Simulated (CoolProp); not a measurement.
Values from CoolProp's reference Helmholtz-energy equation of state, Lemmon 2006. It is a short technical equation, of lower accuracy than the large ones.

### Question
For carbon monoxide, give the phase and the cv (kJ/(kg K)), speed of sound (m/s), expansivity (1/kK), fugacity coefficient at -157.65 °C and 979 kPa; -129.75 °C and 979 kPa.

### Answer
- -157.65 °C and 979 kPa: gas; cv 0.832, speed of sound 199, expansivity 14.7, fugacity coefficient 0.861
- -129.75 °C and 979 kPa: gas; cv 0.768, speed of sound 235, expansivity 8.89, fugacity coefficient 0.927
